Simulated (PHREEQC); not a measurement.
Consider water at 25 °C with 99 mmol/kgw Cu(NO3)2, 30 mmol/kgw HCl and 10 mmol/kgw KCl. Closed to the air; pH follows from the charge balance.

The numbers come from PHREEQC with the ion-association model, phreeqc.dat.

No solid was allowed to form.

Order these Cl species by the share of Cl that they hold, largest first: Cl-, CuCl2, CuCl+.

Cl- (93 %), CuCl+ (6.8 %), CuCl2 (0.12 %)

The pH is 1.63 and the ionic strength 0.332 mol/kgw.
